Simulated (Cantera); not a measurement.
A closed system holds: 1 mol MgO, 0.4 mol C, 8.6 mol H2, held at 0.413 Torr.

Method: chemical equilibrium by Gibbs-energy minimisation in Cantera with the NASA 1993 tables (ideal gas, pure condensed phases). Candidate condensed phases: C, C6H6, C7H8, C8H18, H2O, Mg, MgCO3, MgO, Mg(OH)2; 116 gas species. Rates play no part.

Which condensed phases are stable at each of these points (T (K)): 1475, 1675, 1875, 2075, 2275, 2475, 2675, 2875?


| T (K) | condensed phases | Mg condensed (%) |
|---|---|---|
| 1475 | MgO(s) | 60.0 |
| 1675 | MgO(s) | 58.0 |
| 1875 | MgO(s) | 18.9 |
| 2075 | gas only | 0.0 |
| 2275 | gas only | 0.0 |
| 2475 | gas only | 0.0 |
| 2675 | gas only | 0.0 |
| 2875 | gas only | 0.0 |

From 1475 K to 1875 K the condensed part is MgO(s). From 2075 K to 2875 K nothing is condensed.
